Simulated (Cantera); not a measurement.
An isothermal, constant-pressure homogeneous reactor starts with CH₄ : N₂ = 1 : 5.3 (molar parts), at 1423 K and 0.233 Torr.

Model: GRI-Mech 3.0 (53 species, 325 reactions), integrated in Cantera. GRI-Mech 3.0 stops at C3 and has no aromatics, soot or wall deposition, so with more carbon than oxygen in the feed, carbon stays in small species such as C2H2 where larger ones or solid carbon would form. Radical loss at walls, strong at low pressure, is not modelled.

Q: Predict: x(CH₄) at 70.0 s; x(H₂) at 70.0 s; x(C₂H₂) at 70.0 s; x(H) at 70.0 s; x(C₂H₆) at 70.0 s.

A: 
| Item | Result |
|---|---|
| x(CH₄) at 70.0 s | 0.146 (gas-phase equilibrium 1.07e-5) |
| x(H₂) at 70.0 s | 0.0136 (gas-phase equilibrium 0.205) |
| x(C₂H₂) at 70.0 s | 0.00238 (gas-phase equilibrium 0.0335) |
| x(H) at 70.0 s | 2.83e-6 (gas-phase equilibrium 0.000172) |
| x(C₂H₆) at 70.0 s | 1.02e-5 (gas-phase equilibrium 1.38e-12) |
